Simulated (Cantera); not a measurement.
What does this Cantera script print?

```python
import numpy as np
import cantera as ct

gas_names = """
    SiF4 NF3 SF6
""".split()
cond_names = """
    S(cr1) S(cr2) S(L) Si3N4(a)
""".split()


# ... load() reads the species with a 1 bar reference pressure and builds the phases ...
species = {s.name: s for s in load("nasa_gas.yaml", gas_names) + load("nasa_condensed.yaml", cond_names)}
# Each term lists the table entries of one substance; the one whose range holds T is used.
reactions = {
    '3 SiF4(g) + 4 NF3(g) + 4 S = 4 SF6(g) + Si3N4':
        [(-3, ['SiF4']), (-4, ['NF3']), (-4, ['S(cr1)', 'S(cr2)', 'S(L)']), (4, ['SF6']), (1, ['Si3N4(a)'])],
}


def pick(names, T):
    return next(species[n] for n in names if species[n].thermo.min_temp <= T <= species[n].thermo.max_temp)


results = []
for label, terms in reactions.items():
    print(label)
    print("     T/K   dH/kJ  dS/(J/K)   dG/kJ   log10 K")
    for T in [848, 873, 898, 923, 948, 973, 998, 1023]:
        used = [(nu, pick(names, T)) for nu, names in terms]
        dH = sum(nu * s.thermo.h(T) for nu, s in used) / 1e6
        dS = sum(nu * s.thermo.s(T) for nu, s in used) / 1e3
        dG = dH - T * dS / 1e3
        logK = -dG * 1e6 / (ct.gas_constant * T * np.log(10))
        results.append((label, T, dH, dS, dG, logK, [s.name for _, s in used]))
        print(f"{T:8g} {dH:8.1f} {dS:8.1f} {dG:8.1f} {logK:8.2f}")
```

Result:

```
3 SiF4(g) + 4 NF3(g) + 4 S = 4 SF6(g) + Si3N4
     T/K   dH/kJ  dS/(J/K)   dG/kJ   log10 K
     848   -283.3   -804.0    398.5   -24.55
     873   -283.6   -804.4    418.6   -25.05
     898   -283.9   -804.7    438.7   -25.52
     923   -284.3   -805.1    458.8   -25.97
     948   -284.6   -805.5    479.0   -26.39
     973   -284.9   -805.8    499.1   -26.79
     998   -285.0   -805.8    519.3   -27.18
    1023   -284.9   -805.8    539.4   -27.54
```

Standard-state values (1 bar) from the NASA 1993 polynomials, evaluated with Cantera. Condensed species are held in their standard states even where they would react or evaporate.
